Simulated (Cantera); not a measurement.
A closed system holds: 1 mol AlN, 17 mol Cl2, equilibrated at 502 °C.

Equilibrium computed with Cantera from the NASA thermochemical tables; the gas is ideal and each condensed phase is pure. Candidate condensed phases: Al, AlCl3, AlN; 11 gas species. Kinetics and transport are ignored.

x: gas mole fraction; nothing condenses.

| P (Pa) | x Cl2 | x AlCl3 | x N2 | x Al2Cl6 | x Cl |
|---|---|---|---|---|---|
| 1 | 0.910 | 0.0588 | 0.0294 | 2.05e-7 | [?] |
| 4.20 | 0.911 | 0.0588 | 0.0294 | 8.62e-7 | [?] |
| 18 | 0.911 | 0.0588 | 0.0294 | 3.70e-6 | [?] |
| 75 | 0.912 | 0.0588 | 0.0294 | 1.54e-5 | [?] |
| 320 | 0.912 | 0.0587 | 0.0294 | 6.54e-5 | [?] |
| 1300 | 0.912 | 0.0583 | 0.0294 | 0.000262 | [?] |
| 5600 | 0.913 | 0.0567 | 0.0294 | 0.00107 | [?] |
| 24000 | 0.915 | 0.0515 | 0.0295 | 0.00378 | [?] |
| 100000 | 0.921 | 0.0402 | 0.0297 | 0.00959 | [?] |

Problem. Some entries are withheld; supply them.

Solution. 
- 1, x Cl: 0.00155
- 4.20, x Cl: 0.000757
- 18, x Cl: 0.000366
- 75, x Cl: 0.000179
- 320, x Cl: 8.67e-5
- 1300, x Cl: 4.30e-5
- 5600, x Cl: 2.07e-5
- 24000, x Cl: 1.00e-5
- 100000, x Cl: 4.93e-6
